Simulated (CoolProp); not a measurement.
Vapour-liquid equilibrium of propane (1) + cyclopropane (2) at 1.53 MPa; x and y are mole fractions of (1).

Model: multi-fluid Helmholtz-energy mixture model, Lemmon 2009 and Polt 1992; pair parameters Bell 2016, in CoolProp. This equation is an older, rougher fit; its heat capacities, sound speeds and derivatives of the liquid may be far off and weren't checked against measurements.

```csv
x,"bubble temperature, mixture model (°C)","bubble temperature, Raoult's law (°C)","y, mixture model","y, Raoult's law"
0.05,54.6,55.1,0.067,0.062
0.125,53.0,54.2,0.161,0.153
0.2,51.6,53.3,0.248,0.241
0.275,50.4,52.5,0.329,0.325
0.35,49.3,51.6,0.405,0.406
0.425,48.3,50.8,0.478,0.484
0.5,47.5,50.0,0.547,0.560
0.575,46.7,49.2,0.614,0.633
0.65,46.1,48.4,0.680,0.703
0.725,45.6,47.6,0.745,0.771
0.8,45.2,46.9,0.812,0.836
0.875,45.0,46.1,0.880,0.899
0.95,44.9,45.4,0.950,0.960
```

The largest gap from Raoult's law is -2.5 K in bubble temperature, at x = 0.5. No azeotrope shows between x = 0.05 and 0.95.

The pair parameters rest on a limited set of measurements; away from them the model extrapolates.
